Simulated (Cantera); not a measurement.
**Fe₂O₃ + H₂S + H₂O (roasting and sulfation)**

Feed: 1 mol Fe₂O₃, 0.21 mol H₂S, 1.2 mol H₂O, equilibrated at 1798.15 K and 350000 Pa.

Method: chemical equilibrium by Gibbs-energy minimisation in Cantera with the NASA 1993 tables (ideal gas, pure condensed phases). Candidate condensed phases: Fe, FeO, Fe(OH)₂, Fe(OH)₃, FeS, FeSO₄, FeS₂, Fe₂O₃, Fe₂(SO₄)₃, Fe₃O₄, H₂O, H₂SO₄, S; 22 gas species. Mutual solubility and eutectic melting of coexisting phases are not modelled. The tables' stoichiometric FeO is somewhat more stable than real wüstite, so its field is too wide. FeO: taken at fixed stoichiometry. Equilibrium is a limit: real reactors are often held back by kinetics, nucleation or transport.

- x(H₂O): 0.863
- x(SO₂): 0.129
- x(H₂): 0.00672
- x(SO): 0.000369
- x(OH): 0.000131
- x(Fe(OH)₂): 0.000123
- x(H): 1.54e-5
- x(H₂S): 1.45e-5
- x(O₂): 1.32e-5
- n(FeO(l)): 0.856 mol
- n(Fe₃O₄(s)): 0.381 mol
- gas amount: 1.620 mol
- log10 activity of Fe(δ) (absent): -2.45
- log10 activity of S(l) (absent): -4.16
